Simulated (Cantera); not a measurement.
Input: 1 mol Fe₂O₃, 0.14 mol O₂, 1.3 mol H₂O, held at 1075 K and 1.20 bar.

These are equilibrium values from Cantera (NASA tables, ideal gas, pure condensed phases), not measurements of a reactor. Candidate condensed phases: Fe, FeO, Fe(OH)₂, Fe(OH)₃, Fe₂O₃, Fe₃O₄, H₂O; 12 gas species. Rates play no part.

**Question.** What is the equilibrium state?

**Answer.** 
```json
{
 "x(H₂O)": "0.903",
 "x(O₂)": "0.0972",
 "x(OH)": "1.06e-6",
 "n(Fe₂O₃(s))": "1.00 mol",
 "gas_amount": "1.440 mol",
 "log10 activity of Fe(OH)₂(s) (absent)": "-8.11",
 "log10 activity of Fe(OH)₃(s) (absent)": "-8.51",
 "log10 activity of Fe(α) (absent)": "-12.50"
}
```
